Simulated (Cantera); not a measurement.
Feed: 1 mol trisilylamine, a varied amount of N2, held at 1598.15 K and 1100 Pa.

Equilibrium computed with Cantera from the NASA thermochemical tables; the gas is ideal and each condensed phase is pure. Candidate condensed phases: Si, Si3N4; 18 gas species. The feed counts by its element totals alone. Mutual solubility and eutectic melting of coexisting phases are not modelled. Rates play no part.

x: gas mole fraction; n: condensed amount in mol.

| n(N2) (mol) | x H2 | x N2 | x H | x Si | n Si(s) | n Si3N4(s) |
|---|---|---|---|---|---|---|
| 0.35 | 0.973 | 0.0263 | 0.000501 | 8.53e-6 | 1.91 | 0.364 |
| 0.41 | 0.973 | 0.0263 | 0.000501 | 8.53e-6 | 1.82 | 0.394 |
| 0.48 | 0.973 | 0.0263 | 0.000501 | 8.53e-6 | 1.71 | 0.429 |
| 0.56 | 0.973 | 0.0263 | 0.000501 | 8.53e-6 | 1.59 | [?] |
| 0.66 | 0.973 | 0.0263 | 0.000501 | 8.53e-6 | 1.44 | 0.519 |
| 0.77 | 0.973 | 0.0263 | 0.000501 | 8.53e-6 | [?] | [?] |
| 0.9 | 0.973 | 0.0263 | 0.000501 | 8.53e-6 | 1.08 | 0.639 |
| 1.1 | 0.973 | 0.0263 | 0.000501 | 8.53e-6 | 0.783 | 0.739 |
| 1.2 | 0.973 | 0.0263 | 0.000501 | 8.53e-6 | 0.633 | 0.789 |
| 1.5 | 0.973 | 0.0263 | 0.000501 | 8.53e-6 | 0.183 | 0.939 |
| 1.7 | 0.957 | 0.0425 | 0.000497 | 6.19e-6 | 0 | 1.000 |
| 2 | 0.900 | 0.1000 | 0.000482 | 3.50e-6 | 0 | 1.000 |
| 2.3 | 0.849 | 0.151 | 0.000468 | 2.66e-6 | 0 | 1.000 |

Task: What belongs in the gaps?

Result: 
- 0.56, n Si3N4(s): 0.469
- 0.77, n Si(s): 1.28
- 0.77, n Si3N4(s): 0.574
